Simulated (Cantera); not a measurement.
An isothermal, constant-pressure homogeneous reactor starts with H2 : O2 = 0.028 : 1 (molar parts), equivalence ratio 0.014, at 900 K and 10.00 Torr.

Cantera simulation using GRI-Mech 3.0 (53 species, 325 reactions); the numbers are that mechanism's predictions, not measurements. Radical loss at walls, strong at low pressure, is not modelled. Below about 950 K walls govern HO2 and H2O2 in real vessels.

x: mole fraction; the columns are a selection and need not sum to one.

| t (s) | x H2 | x O2 | x H2O2 | x HO2 | x OH | x H2O | x H |
|---|---|---|---|---|---|---|---|
| 5.00e-5 | 0.0272 | 0.973 | <1e-12 | <1e-12 | <1e-12 | <1e-12 | <1e-12 |
| 0.000195 | 0.0272 | 0.973 | <1e-12 | 2.41e-12 | <1e-12 | <1e-12 | 1.87e-12 |
| 0.000758 | 0.0272 | 0.973 | <1e-12 | 9.65e-12 | 4.32e-12 | 5.78e-12 | 6.85e-12 |
| 0.00295 | 0.0272 | 0.973 | <1e-12 | 4.85e-11 | 8.79e-11 | 3.02e-10 | 1.09e-10 |
| 0.0115 | 0.0272 | 0.973 | 1.90e-11 | 2.35e-7 | 1.58e-6 | 6.16e-6 | 1.93e-6 |
| 0.0447 | 0.000451 | 0.970 | 9.82e-8 | 5.72e-6 | 0.000370 | 0.0267 | 0.000541 |
| 0.174 | … | 0.972 | … | … | … | 0.0275 | … |
| 0.678 | 2.47e-6 | 0.972 | 1.85e-8 | 2.61e-7 | 1.64e-5 | 0.0276 | 1.49e-7 |
| 2.64 | 1.90e-7 | 0.972 | 6.84e-9 | 3.90e-8 | 5.24e-6 | 0.0276 | 4.61e-9 |
| 10.3 | 9.63e-9 | 0.972 | 2.19e-9 | 6.21e-9 | 1.95e-6 | 0.0276 | 2.32e-10 |
| 40.0 | 7.65e-10 | 0.972 | 6.89e-10 | 1.21e-9 | 8.28e-7 | 0.0276 | 1.80e-11 |

Problem. Some entries are withheld; supply them.

Solution. 
- 0.174, x H2: 2.67e-5
- 0.174, x H2O2: 3.76e-8
- 0.174, x HO2: 1.34e-6
- 0.174, x OH: 5.90e-5
- 0.174, x H: 6.69e-6
